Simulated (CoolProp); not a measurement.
A simple Rankine cycle with neopentane: condensing at 329.15 K, boiler at 1.62 MPa, turbine inlet 394.9 K, turbine efficiency 0.8, pump efficiency 0.6, no recuperator. Each further row changes one setting.

Values from CoolProp's reference Helmholtz-energy equation of state, Lemmon 2006. It is a short technical equation, of lower accuracy than the large ones.

```
case                             thermal efficiency (%)  net work (kJ/kg)  heat in (kJ/kg)  turbine exit temperature (K)  volume ratio over the turbine
-------------------------------  ----------------------  ----------------  ---------------  ----------------------------  -----------------------------
as stated                                           ___              34.7              370                         358.8                           4.69
turbine inlet 414.9 K                               9.2              38.8              423                         381.9                           4.40
condensing temperature 321.15 K                    10.5              40.8              390                         354.5                           5.82
boiler pressure 1.13 MPa                            7.3               ___              391                           ___                           2.91
turbine efficiency 0.7                              8.1              29.9              370                         361.1                           4.73
```

Fill in the missing entries.


- as stated, thermal efficiency (%): 9.4
- boiler pressure 1.13 MPa, net work (kJ/kg): 28.4
- boiler pressure 1.13 MPa, turbine exit temperature (K): 371.7
